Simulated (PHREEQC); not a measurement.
**Metal-bearing waste water: an equilibrium model**

Consider water at 72 °C with 0.014 mol FeCl3, 0.00018 mol CaCl2 and 0.26 mol NaCl per kg of water. Closed to the air; pH follows from the charge balance.

The numbers come from PHREEQC with the ion-association model, phreeqc.dat.

Each row changes one thing in this solution. This is a speciation only: nothing precipitates in the calculation.

```json
[
 {"case": "as made", "pH": "2.28", "ionic strength (mol/kgw)": "0.314", "FeCl+2 (mol/kgw)": "0.00634", "FeOH+2 (mol/kgw)": "0.00400", "Fe2(OH)2+4 (mol/kgw)": "0.000972", "Fe+3 (mol/kgw)": "0.000751", "SI of Goethite (FeOOH)": "+5.11", "SI of Hematite (Fe2O3)": "+12.43"},
 {"case": "diluted 5-fold with water", "pH": "2.62", "ionic strength (mol/kgw)": "0.0631", "FeCl+2 (mol/kgw)": "0.000293", "FeOH+2 (mol/kgw)": "0.00165", "Fe2(OH)2+4 (mol/kgw)": "9.50e-5", "Fe+3 (mol/kgw)": "0.000120", "SI of Goethite (FeOOH)": "+5.65", "SI of Hematite (Fe2O3)": "+13.50"},
 {"case": "NaCl left out", "pH": "2.07", "ionic strength (mol/kgw)": "0.0621", "FeCl+2 (mol/kgw)": "0.00262", "FeOH+2 (mol/kgw)": "0.00632", "Fe2(OH)2+4 (mol/kgw)": "0.00137", "Fe+3 (mol/kgw)": "0.00162", "SI of Goethite (FeOOH)": "+5.14", "SI of Hematite (Fe2O3)": "+12.47"},
 {"case": "temperature from 72 to 45 °C", "pH": "2.38", "ionic strength (mol/kgw)": "0.314", "FeCl+2 (mol/kgw)": "0.00639", "FeOH+2 (mol/kgw)": "0.00276", "Fe2(OH)2+4 (mol/kgw)": "0.000978", "Fe+3 (mol/kgw)": "0.00143", "SI of Goethite (FeOOH)": "+4.97", "SI of Hematite (Fe2O3)": "+12.04"},
 {"case": "CaCl2 left out", "pH": "2.28", "ionic strength (mol/kgw)": "0.313", "FeCl+2 (mol/kgw)": "0.00634", "FeOH+2 (mol/kgw)": "0.00400", "Fe2(OH)2+4 (mol/kgw)": "0.000973", "Fe+3 (mol/kgw)": "0.000752", "SI of Goethite (FeOOH)": "+5.11", "SI of Hematite (Fe2O3)": "+12.43"},
 {"case": "0.12 mol/kgw H2SO4 added", "pH": "0.98", "ionic strength (mol/kgw)": "0.442", "FeCl+2 (mol/kgw)": "0.00488", "FeOH+2 (mol/kgw)": "0.000158", "Fe2(OH)2+4 (mol/kgw)": "1.21e-6", "Fe+3 (mol/kgw)": "0.000609", "SI of Goethite (FeOOH)": "+1.05", "SI of Hematite (Fe2O3)": "+4.30"},
 {"case": "temperature from 72 to 65 °C", "pH": "2.31", "ionic strength (mol/kgw)": "0.314", "FeCl+2 (mol/kgw)": "0.00642", "FeOH+2 (mol/kgw)": "0.00369", "Fe2(OH)2+4 (mol/kgw)": "0.000986", "Fe+3 (mol/kgw)": "0.000887", "SI of Goethite (FeOOH)": "+5.08", "SI of Hematite (Fe2O3)": "+12.34"},
 {"case": "CaCl2 from 0.00018 to 0.000198 mol/kgw", "pH": "2.28", "ionic strength (mol/kgw)": "0.314", "FeCl+2 (mol/kgw)": "0.00634", "FeOH+2 (mol/kgw)": "0.00400", "Fe2(OH)2+4 (mol/kgw)": "0.000972", "Fe+3 (mol/kgw)": "0.000751", "SI of Goethite (FeOOH)": "+5.11", "SI of Hematite (Fe2O3)": "+12.43"}
]
```

Some of these states are supersaturated (in Hematite (slow to form), Goethite (slow to form), for instance). At this temperature some constants are extrapolated from 25 °C, and those without enthalpy data are left unchanged.
